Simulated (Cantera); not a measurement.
A perfectly stirred reactor is fed with CH4 : CO2 = 1 : 4.5 (molar parts), at 450000 Pa; it is held at 2025 K, and followed from long to short residence time.

Computed with Cantera and GRI-Mech 3.0 (53 species, 325 reactions).

### Question
What does this change do: CH4 1 to 3.4 parts?

### Answer
```tsv
quantity	before	after
x(CH4) at τ = 4.90 s	1.56e-5	0.000626
x(CO2) at τ = 4.90 s	0.271	0.0165
x(CH2O) at τ = 4.90 s	1.23e-7	4.25e-7
x(CO) at τ = 4.90 s	0.462	0.521
x(CH2) at τ = 4.90 s	3.15e-9	3.33e-8
x(CH4) at τ = 0.130 s	0.000655	0.00630
x(CO2) at τ = 0.130 s	0.273	0.0235
x(CH2O) at τ = 0.130 s	2.52e-6	9.94e-7
x(CO) at τ = 0.130 s	0.460	0.505
x(CH2) at τ = 0.130 s	1.15e-7	4.00e-7
```

### Question
What does this change do: CH4 1 to 1.6 parts?

### Answer
```tsv
quantity	before	after
x(CH4) at τ = 4.90 s	1.56e-5	5.78e-5
x(CO2) at τ = 4.90 s	0.271	0.129
x(CH2O) at τ = 4.90 s	1.23e-7	2.14e-7
x(CO) at τ = 4.90 s	0.462	0.527
x(CH2) at τ = 4.90 s	3.15e-9	6.54e-9
x(CH4) at τ = 0.130 s	0.000655	0.00180
x(CO2) at τ = 0.130 s	0.273	0.132
x(CH2O) at τ = 0.130 s	2.52e-6	2.03e-6
x(CO) at τ = 0.130 s	0.460	0.524
x(CH2) at τ = 0.130 s	1.15e-7	2.09e-7
```
